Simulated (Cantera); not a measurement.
Source: NASA polynomial tables (part measured, part estimated), evaluated in Cantera. Values are per mole of reaction as written; species without (g) are pure solids or liquids, kept so even where they would boil at 1 bar.

Al2Cl6(g) ⇌ 2 Al + 6 Cl(g)

```json
[
 {"T (K)": "1748", "ΔH° (kJ)": "…", "ΔS° (J/K)": "…", "ΔG° (kJ)": "…", "log10 K": "…"},
 {"T (K)": "1798", "ΔH° (kJ)": "2068.0", "ΔS° (J/K)": "625.4", "ΔG° (kJ)": "943.6", "log10 K": "-27.41"},
 {"T (K)": "1848", "ΔH° (kJ)": "…", "ΔS° (J/K)": "…", "ΔG° (kJ)": "…", "log10 K": "…"},
 {"T (K)": "1898", "ΔH° (kJ)": "2069.0", "ΔS° (J/K)": "625.9", "ΔG° (kJ)": "881.0", "log10 K": "-24.25"},
 {"T (K)": "1948", "ΔH° (kJ)": "2069.5", "ΔS° (J/K)": "626.2", "ΔG° (kJ)": "849.7", "log10 K": "-22.78"},
 {"T (K)": "1998", "ΔH° (kJ)": "2069.9", "ΔS° (J/K)": "626.4", "ΔG° (kJ)": "818.4", "log10 K": "-21.40"},
 {"T (K)": "2048", "ΔH° (kJ)": "2070.4", "ΔS° (J/K)": "626.6", "ΔG° (kJ)": "787.1", "log10 K": "-20.07"},
 {"T (K)": "2098", "ΔH° (kJ)": "…", "ΔS° (J/K)": "…", "ΔG° (kJ)": "…", "log10 K": "…"},
 {"T (K)": "2148", "ΔH° (kJ)": "2071.3", "ΔS° (J/K)": "627.0", "ΔG° (kJ)": "724.4", "log10 K": "-17.62"},
 {"T (K)": "2198", "ΔH° (kJ)": "2071.7", "ΔS° (J/K)": "627.2", "ΔG° (kJ)": "693.0", "log10 K": "-16.47"},
 {"T (K)": "2248", "ΔH° (kJ)": "2072.2", "ΔS° (J/K)": "627.4", "ΔG° (kJ)": "661.7", "log10 K": "-15.37"}
]
```

Q: Some entries are withheld; supply them.

A: 
- 1748, ΔH° (kJ): 2067.5
- 1748, ΔS° (J/K): 625.1
- 1748, ΔG° (kJ): 974.9
- 1748, log10 K: -29.13
- 1848, ΔH° (kJ): 2068.5
- 1848, ΔS° (J/K): 625.7
- 1848, ΔG° (kJ): 912.3
- 1848, log10 K: -25.79
- 2098, ΔH° (kJ): 2070.8
- 2098, ΔS° (J/K): 626.8
- 2098, ΔG° (kJ): 755.7
- 2098, log10 K: -18.82
